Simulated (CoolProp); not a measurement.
Vapour-liquid equilibrium of R114 (1) + benzene (2) at 332.3 K; x and y are mole fractions of (1).

Model: multi-fluid Helmholtz-energy mixture model, Platzer 1990 and Thol 2012; pair parameters Bell 2016, in CoolProp. This equation is an older, rougher fit; its heat capacities, sound speeds and derivatives of the liquid may be far off and weren't checked against measurements.

Task: Give the bubble pressure and the first vapour's composition at x = 0.45, 0.55, 0.85. Is there an azeotrope?

Result: x = 0.45: 366.6 kPa, y = 0.893; x = 0.55: 399.0 kPa, y = 0.909; x = 0.85: 501.6 kPa, y = 0.962. No azeotrope shows between x = 0.05 and 0.95.

Pair parameters are fitted to limited data, so mixtures are less certain than the pure fluids. With so large a gap from Raoult's law the liquid may split in two, which this calculation doesn't test in full.
